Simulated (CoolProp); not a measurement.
Vapour-liquid equilibrium of n-perfluorobutane (1) + R365MFC (2) at 63.35 °C; x and y are mole fractions of (1).

Computed with CoolProp (multi-fluid Helmholtz-energy mixture model, Gao 2022 and Lemmon 2016; pair parameters Bell 2016).

| x | bubble pressure, mixture model (MPa) | bubble pressure, Raoult's law (MPa) | y, mixture model | y, Raoult's law |
|---|---|---|---|---|
| 0.05 | 0.3191 | 0.2461 | 0.326 | 0.159 |
| 0.125 | 0.4296 | 0.2884 | 0.513 | 0.339 |
| 0.2 | … | 0.3307 | … | 0.473 |
| 0.275 | … | 0.3730 | 0.648 | 0.577 |
| 0.35 | 0.5969 | 0.4153 | 0.683 | 0.659 |
| 0.425 | 0.6281 | 0.4576 | … | 0.726 |
| 0.5 | 0.6549 | 0.5000 | 0.737 | 0.782 |
| 0.575 | 0.6793 | 0.5423 | 0.762 | 0.829 |
| 0.65 | 0.7024 | 0.5846 | 0.790 | 0.870 |
| 0.725 | 0.7243 | 0.6269 | 0.822 | 0.904 |
| 0.8 | 0.7446 | 0.6692 | 0.859 | 0.935 |
| 0.875 | 0.7624 | 0.7115 | … | 0.962 |
| 0.95 | 0.7761 | 0.7538 | 0.957 | 0.986 |

### Question
Fill in the missing entries.

### Answer

- 0.2, bubble pressure, mixture model (MPa): 0.5049
- 0.2, y, mixture model: 0.598
- 0.275, bubble pressure, mixture model (MPa): 0.5578
- 0.425, y, mixture model: 0.711
- 0.875, y, mixture model: 0.903

The largest gap from Raoult's law is +52.7 % in bubble pressure, at x = 0.2. No azeotrope shows between x = 0.05 and 0.95.

Pair parameters are fitted to limited data, so mixtures are less certain than the pure fluids. With so large a gap from Raoult's law the liquid may split in two, which this calculation doesn't test in full.
